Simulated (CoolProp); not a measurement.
Properties of cis-2-butene along the isobar 3780 kPa.

Values from CoolProp's reference Helmholtz-energy equation of state, Lemmon 2005. It is a short technical equation, of lower accuracy than the large ones.

```csv
T (K),phase,cv (kJ/(kg K)),speed of sound (m/s),isothermal compressibility (1/MPa),fugacity coefficient
271.3,liquid,1.447,1156,0.001690,0.02400
290,liquid,1.494,1056,0.002089,0.04668
308.7,liquid,1.546,957.3,0.002632,0.08203
327.4,liquid,1.602,859.3,0.003406,0.1327
346.1,liquid,1.662,761.0,0.004572,0.2004
364.8,liquid,1.726,660.7,0.006475,0.2855
383.5,liquid,1.794,556.1,0.01000,0.3870
402.2,liquid,1.869,441.7,0.01828,0.5019
420.9,liquid,1.967,298.1,0.05606,0.6247
439.6,gas,2.057,168.2,0.6103,0.7059
458.3,gas,2.048,194.6,0.4403,0.7467
477,gas,2.077,212.9,0.3827,0.7794
495.7,gas,2.120,227.5,0.3522,0.8066
```
